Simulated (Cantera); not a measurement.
Input: 1 mol Fe, 0.0013 mol H2S, 3.6 mol N2, equilibrated at 2.70 mbar.

Method: chemical equilibrium by Gibbs-energy minimisation in Cantera with the NASA 1993 tables (ideal gas, pure condensed phases). Candidate condensed phases: Fe, FeS, FeS2, S; 16 gas species. Metal and sulfide melt together well below either melting point, which pure phases cannot show. Mutual solubility and eutectic melting of coexisting phases are not modelled. FeS: taken at fixed stoichiometry. Gases not in the tables: S3 to S7. Equilibrium is a limit: real reactors are often held back by kinetics, nucleation or transport.

x: gas mole fraction; n: condensed amount in mol.

| T (°C) | x N2 | x Fe | x H2 | x S2 | x S | n Fe(α) | n FeS(s) | n Fe(γ) | n Fe(δ) |
|---|---|---|---|---|---|---|---|---|---|
| 427 | 1.000 | <1e-12 | 0.000361 | <1e-12 | <1e-12 | 0.999 | 0.00130 | 0 | 0 |
| 502 | 1.000 | <1e-12 | 0.000361 | <1e-12 | <1e-12 | 0.999 | 0.00130 | 0 | 0 |
| 577 | 1.000 | <1e-12 | 0.000361 | 3.38e-11 | <1e-12 | 0.999 | 0.00130 | 0 | 0 |
| 652 | 1.000 | <1e-12 | 0.000361 | 1.18e-9 | <1e-12 | 0.999 | 0.00130 | 0 | 0 |
| 727 | 1.000 | 5.51e-12 | 0.000361 | 2.43e-8 | 2.08e-11 | 0.999 | 0.00130 | 0 | 0 |
| 802 | 1.000 | ? | 0.000360 | ? | ? | 0.999 | 0.00130 | 0 | 0 |
| 877 | 1.000 | 3.18e-9 | 0.000360 | 3.36e-6 | 7.25e-9 | 0.999 | 0.00127 | 0 | 0 |
| 952 | 1.000 | 4.18e-8 | 0.000359 | 2.54e-5 | 7.97e-8 | 0 | 0.00111 | 0.999 | 0 |
| 1027 | 0.999 | 4.04e-7 | 0.000357 | 0.000151 | 6.64e-7 | 0 | 0.000192 | 1.000 | 0 |
| 1102 | 0.999 | 3.04e-6 | 0.000357 | 0.000177 | 2.14e-6 | 0 | 0 | 1.000 | 0 |
| 1177 | 0.999 | ? | 0.000356 | 0.000175 | ? | 0 | 0 | 1.000 | 0 |
| 1252 | 0.999 | 9.37e-5 | 0.000354 | 0.000171 | 1.36e-5 | 0 | 0 | 1.000 | 0 |
| 1327 | 0.999 | 0.000406 | 0.000348 | 0.000162 | 2.96e-5 | 0 | 0 | 0.999 | 0 |
| 1402 | 0.998 | 0.00154 | 0.000336 | 0.000147 | 5.87e-5 | 0 | 0 | 0 | 0.994 |

Problem. What belongs in the gaps?

Solution. 
- 802, x Fe: 1.67e-10
- 802, x S2: 3.36e-7
- 802, x S: 4.73e-10
- 1177, x Fe: 1.85e-5
- 1177, x S: 5.69e-6
